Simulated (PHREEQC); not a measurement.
Dissolve 7.2e-05 mol/kgw Ag2SO4, 0.00029 mol/kgw HBF4 and 0.00011 mol/kgw Na2SO4 at 20 °C. Closed to the air; pH follows from the charge balance.

Computed with PHREEQC (ion-association model, wateq4f.dat).

```csv
quantity,before,after
pH,3.22,3.37
ionic strength (mol/kgw),0.00117,0.000973
F- (mol/kgw),0.000632,0.000462
HF (mol/kgw),0.000508,0.000690
SO4-2 (mol/kgw),0.000173,0.000162
HSO4- (mol/kgw),8.23e-6,1.88e-5
SI of Mirabilite (Na2SO4:10H2O),-9.82,-11.92
SI of Ag2O (Ag2O),-14.00,-12.57
```

### Question
What was changed between the two runs?
(A) diluted 5-fold with water
(B) 1.1e-05 mol/kgw CO2 added
(C) temperature from 20 to 70 °C
(D) 8.3e-05 mol/kgw Ba(NO3)2 added
(E) Ag2SO4 from 7.2e-05 to 0.000108 mol/kgw

### Answer
C, temperature from 20 to 70 °C

No solid was allowed to form. Away from 25 °C the constants follow the database's enthalpies or fits; those with neither stay at their 25 °C values. Real BF4- forms and hydrolyses slowly; the run takes it at equilibrium.
